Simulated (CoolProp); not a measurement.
Vapour-liquid equilibrium of m-xylene (1) + n-decane (2) at 7.97 bar; x and y are mole fractions of (1).

Computed with CoolProp (multi-fluid Helmholtz-energy mixture model, Zhou 2012 and Lemmon 2006; pair parameters Bell 2016).

```tsv
x	bubble temperature, mixture model (K)	bubble temperature, Raoult's law (K)	y, mixture model	y, Raoult's law
0.05	547.9	547.8	0.076	0.090
0.2	540.7	540.3	0.284	0.322
0.35	534.0	533.5	0.463	0.508
0.5	527.9	527.3	0.619	0.660
0.65	522.1	521.6	0.753	0.785
0.8	516.7	516.4	0.870	0.888
0.95	511.7	511.6	0.970	0.974
```

The largest gap from Raoult's law is +0.6 K in bubble temperature, at x = 0.5. No azeotrope shows between x = 0.05 and 0.95.

The pair parameters rest on a limited set of measurements; away from them the model extrapolates.
